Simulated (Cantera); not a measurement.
A perfectly stirred reactor is fed with 12.0 % CH3OH, 18.5 % O2, 69.5 % N2, at 9.80 bar; it is adiabatic with a 775 K inlet, and is followed from long to short residence time, starting on the burning branch (τ in s: 0.021, 0.0085, 0.0034, 0.0014, 0.00054, 0.00022, 8.6e-05, 3.4e-05, 1.4e-05, 5.4e-06).

Detailed kinetics in Cantera: GRI-Mech 3.0 (53 species, 325 reactions). GRI-Mech 3.0 was tuned for natural gas; its chemistry of methanol as a main component is partial and can be far from experiment.

One state of this run: T (K) = 2501; x CH3OH = 7.31e-7; x O2 = 0.0107; x NO2 = 2.11e-6; x OH = 0.00588; x C2H4 = 6.09e-12; x CO = 0.0123. x: mole fraction; the columns are a selection and need not sum to one.

Problem. Which value of τ (s) does it belong to?
A) 0.0085
B) 0.0034
C) 5.4e-6
D) 0.0014

Solution. A, 0.0085
